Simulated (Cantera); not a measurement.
Charge: 1 mol MgCO3, 0.0071 mol C, 0.25 mol H2O, held at 0.0120 bar.

Cantera equilibrium calculation (NASA polynomials, part measured and part estimated; ideal gas, pure solids and liquids). Candidate condensed phases: C, C6H6, C7H8, C8H18, H2O, Mg, MgCO3, MgO, Mg(OH)2; 116 gas species. The numbers say what is thermodynamically allowed, not how fast it happens. All values below are at 1000 °C.

Base state: CO2 0.791, H2O 0.197, CO 0.00982, H2 0.00148 (mole fractions); condensed: MgO(s).

What changes in the equilibrium state with this change: C from 0.0071 to 0.013 mol?


| species | before | after |
|---|---|---|
| CO2 | 0.791 | 0.784 |
| H2O | 0.197 | 0.195 |
| CO | 0.00982 | 0.0179 |
| H2 | 0.00148 | 0.00269 |
| MgO(s), mol | 1.00 | 1.00 |
